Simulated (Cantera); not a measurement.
# Moist CO burnout

An isothermal, constant-pressure homogeneous reactor starts with CO : O2 : H2O : N2 = 0.011 : 0.015 : 0.00092 : 1 (molar parts), at 1050 K and 0.240 bar.

Model: GRI-Mech 3.0 (53 species, 325 reactions), integrated in Cantera.

| t (s) | x CO | x O2 | x H2O | x HO2 | x CO2 | x NO |
|---|---|---|---|---|---|---|
| 9.00e-6 | 0.0107 | 0.0146 | 0.000896 | <1e-12 | 1.09e-12 | <1e-12 |
| 4.89e-5 | 0.0107 | 0.0146 | 0.000896 | <1e-12 | 5.91e-12 | <1e-12 |
| 0.000265 | 0.0107 | 0.0146 | 0.000896 | <1e-12 | 3.22e-11 | <1e-12 |
| 0.00144 | 0.0107 | 0.0146 | 0.000896 | <1e-12 | 1.80e-10 | <1e-12 |
| 0.00782 | 0.0107 | 0.0146 | 0.000896 | 4.50e-11 | 1.35e-9 | <1e-12 |
| 0.0424 | 0.0107 | 0.0146 | 0.000896 | 9.69e-9 | 1.12e-7 | <1e-12 |
| 0.230 | 0.00332 | 0.0109 | 0.000857 | 7.65e-7 | 0.00743 | 1.34e-7 |
| 1.25 | 0.000109 | 0.00935 | 0.000898 | 1.92e-7 | 0.0107 | 1.73e-7 |
| 6.79 | 2.86e-6 | 0.00930 | 0.000900 | 1.38e-8 | 0.0108 | 1.72e-7 |
| 36.8 | 5.65e-8 | 0.00930 | 0.000901 | 4.54e-10 | 0.0108 | 1.75e-7 |
| 200 | 6.37e-10 | 0.00930 | 0.000901 | 7.95e-11 | 0.0108 | 1.77e-7 |
x: mole fraction; the columns are a selection and need not sum to one.

Equilibrium at this temperature and pressure: CO 7.05e-11, O2 0.00929, H2O 0.000901, HO2 1.28e-11, CO2 0.0108, NO 1.25e-5 (gas phase only).
